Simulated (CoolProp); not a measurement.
Vapour-liquid equilibrium of CHF3 (R23) (1) + propylene (2) at 11.1 bar; x and y are mole fractions of (1).

Model: multi-fluid Helmholtz-energy mixture model, Penoncello 2003 and Lemmon 2013; pair parameters Bell 2016, in CoolProp.

| x | bubble temperature (K) | y at the bubble point | dew temperature at overall composition x (K) | liquid density (mol/L) |
|---|---|---|---|---|
| 0.05 | 286.4 | 0.229 | 294.5 | 12.53 |
| 0.2 | 267.1 | 0.584 | 287.8 | 13.47 |
| 0.35 | 258.0 | 0.718 | 280.5 | 14.11 |
| 0.5 | 253.3 | 0.785 | 272.3 | 14.65 |
| 0.65 | 250.4 | 0.834 | 262.8 | 15.23 |
| 0.8 | 248.1 | 0.886 | 252.4 | 15.95 |
| 0.95 | 246.4 | 0.962 | 246.6 | 16.86 |

No azeotrope shows between x = 0.05 and 0.95.

The pair parameters rest on a limited set of measurements; away from them the model extrapolates.
